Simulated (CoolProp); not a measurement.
Vapour-liquid equilibrium of n-hexane (1) + p-xylene (2) at 0.186 MPa; x and y are mole fractions of (1).

Computed with CoolProp (multi-fluid Helmholtz-energy mixture model, Thol 2019 and Zhou 2012; pair parameters Bell 2016).

Problem. Give the bubble temperature and the first vapour's composition at x = 0.35, 0.5, 0.8. Is there an azeotrope?

Solution. x = 0.35: 118.8 °C, y = 0.774; x = 0.5: 109.4 °C, y = 0.863; x = 0.8: 96.3 °C, y = 0.959. No azeotrope shows between x = 0.05 and 0.95.

The pair parameters rest on a limited set of measurements; away from them the model extrapolates.
